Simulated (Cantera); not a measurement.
What does this Cantera script print?

```python
import numpy as np
import cantera as ct

gas_names = [...]  # 92 gases of nasa_gas.yaml made of C, H, N
cond_names = """
    C(gr) C6H6(L) C7H8(L) C8H18(L),n-octa
""".split()


# ... load() reads the species with a 1 bar reference pressure and builds the phases ...
atoms = {
    'C3H6': {'C': 3, 'H': 6},
    'H2': {'H': 2},
    'N2': {'N': 2},
}
top_T = {'C(gr)': 4500}  # K; cautious upper limits of use, not melting points


# ... equilibrate(T, P, feed) seeds the gas with the atoms and calls Mixture.equilibrate('TP', solver="vcs", rtol=1e-11, max_steps=5000) ...
results = []
feed = {'C3H6': 1, 'H2': 21, 'N2': 2.3}  # mol
T = 950  # K
P = 210000  # Pa
mix = equilibrate(T, P, feed)
results.append((T, P, feed, dict(zip(mix.species_names, mix.species_moles))))
x = sorted(zip(gas.X, gas.species_names), reverse=True)
print(f"T = {T:g} K  P = {P:g} Pa  gas = {mix.phase_moles(0):.4g} mol")
print("   x: " + "  ".join(f"{s} {v:.3e}" for v, s in x if v > 1e-05))
print("   condensed (mol): " + ("  ".join(f"{mix.phase(i).name} {mix.phase_moles(i):.4g}"
      for i in range(1, mix.n_phases) if mix.phase_moles(i) > 1e-12) or "none"))
```

It prints:

```
T = 950 K  P = 210000 Pa  gas = 23.29 mol
   x: H2 7.723e-01  CH4 1.288e-01  N2 9.856e-02  NH3 3.689e-04
   condensed (mol): none
```

Cantera equilibrium calculation (NASA polynomials, part measured and part estimated; ideal gas, pure solids and liquids).
